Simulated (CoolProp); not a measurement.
Vapour-liquid equilibrium of n-octane (1) + m-xylene (2) at 455.8 K; x and y are mole fractions of (1).

Computed with CoolProp (multi-fluid Helmholtz-energy mixture model, Beckmüller 2019 and Zhou 2012; pair parameters Bell 2016).

| x | bubble pressure, mixture model (kPa) | bubble pressure, Raoult's law (kPa) | y, mixture model | y, Raoult's law |
|---|---|---|---|---|
| 0.05 | 293.8 | 292.4 | 0.069 | 0.067 |
| 0.2 | 312.5 | 308.2 | 0.256 | 0.255 |
| 0.35 | 329.9 | 324.1 | ___ | 0.424 |
| 0.5 | ___ | 339.9 | 0.568 | 0.578 |
| 0.65 | 361.0 | 355.7 | ___ | 0.717 |
| 0.8 | 375.1 | 371.6 | 0.834 | 0.845 |
| 0.95 | 388.4 | 387.4 | 0.959 | 0.963 |

Problem. What belongs in the gaps?

Solution. 
- 0.35, y, mixture model: 0.420
- 0.5, bubble pressure, mixture model (kPa): 346.0
- 0.65, y, mixture model: 0.704

The largest gap from Raoult's law is +1.8 % in bubble pressure, at x = 0.35. No azeotrope shows between x = 0.05 and 0.95.

The pair parameters rest on a limited set of measurements; away from them the model extrapolates.
